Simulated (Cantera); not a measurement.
Equilibrium for hydrogen reduction and annealing atmospheres: V₂O₃ + H₂ + H₂O

Feed: 1 mol V₂O₃, a varied amount of H₂, 0.65 mol H₂O, at 1852 °C and 12.0 Pa.

Cantera equilibrium calculation (NASA polynomials, part measured and part estimated; ideal gas, pure solids and liquids). Candidate condensed phases: H₂O, V, VO, V₂O₃, V₂O₄, V₂O₅; 12 gas species. Equilibrium is a limit: real reactors are often held back by kinetics, nucleation or transport.

| n(H₂) (mol) | x H₂ | x H | x VO₂ | x VO | x H₂O | x V | x OH |
|---|---|---|---|---|---|---|---|
| 8.8 | 0.582 | 0.253 | 0.115 | 0.0365 | 0.0115 | 0.00125 | 0.000620 |
| 12 | 0.610 | 0.259 | 0.0873 | 0.0303 | 0.0110 | 0.00113 | 0.000581 |
| 18 | 0.640 | 0.265 | 0.0594 | 0.0235 | 0.0102 | 0.000999 | 0.000522 |
| 25 | 0.659 | 0.269 | 0.0426 | 0.0190 | 0.00928 | 0.000909 | 0.000470 |
| 35 | 0.673 | 0.272 | 0.0298 | 0.0152 | 0.00830 | 0.000831 | 0.000416 |
| 50 | 0.685 | 0.274 | 0.0201 | 0.0119 | 0.00725 | 0.000759 | 0.000360 |
| 70 | 0.694 | 0.276 | 0.0136 | 0.00943 | 0.00628 | 0.000701 | 0.000310 |
| 99 | 0.700 | 0.277 | 0.00894 | 0.00735 | 0.00535 | 0.000648 | 0.000263 |
| 140 | 0.705 | 0.278 | 0.00578 | 0.00569 | 0.00450 | 0.000601 | 0.000220 |
x: gas mole fraction; nothing condenses.

From 8.8 mol H₂ to 140 mol H₂ nothing is condensed. The main V-bearing gas is VO₂ throughout.
